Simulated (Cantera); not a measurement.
Input: 1 mol C6H6, 0.025 mol H2O, 0.36 mol N2, held at 1330 Pa.

Cantera equilibrium calculation (NASA polynomials, part measured and part estimated; ideal gas, pure solids and liquids). Candidate condensed phases: C, C6H6, C7H8, C8H18, H2O; 136 gas species. The numbers say what is thermodynamically allowed, not how fast it happens.

**Question.** What share of the C ends up in condensed phases as a function of T (K), at 550, 750, 950, 1150, 1350, 1550, 1750, 1950?

**Answer.** 
```csv
T (K),C condensed (%),as
550,80.6,C(graphite)
750,98.1,C(graphite)
950,99.5,C(graphite)
1150,99.6,C(graphite)
1350,99.6,C(graphite)
1550,99.6,C(graphite)
1750,99.5,C(graphite)
1950,99.3,C(graphite)
```
